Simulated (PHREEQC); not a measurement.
A made-up water analysis in mg/kgw, 20 °C, pH 3.44, pe 13: Na 1550; K 1600; Ca 128; Mg 369; Cl 144; S(6) as SO4 6890; Fe(3) 8.22; Mn(2) 129; Si as SiO2 90.1; N(5) as NO3 3.66; Pb 19.

Cl is adjusted to close the charge balance.
Valence states are taken as typed.

Computed with PHREEQC (ion-association model, wateq4f.dat).

The ionic strength comes out as 0.183 mol/kgw. What activity coefficients do SO4-2, Mg+2, H+, Fe(OH)2+, CaHSO4+ get?

SO4-2 0.30, Mg+2 0.35, H+ 0.80, Fe(OH)2+ 0.75, CaHSO4+ 0.75.

No solid was allowed to form. Examples of supersaturated solids here: Jarosite-K, Anglesite. Others may be too.
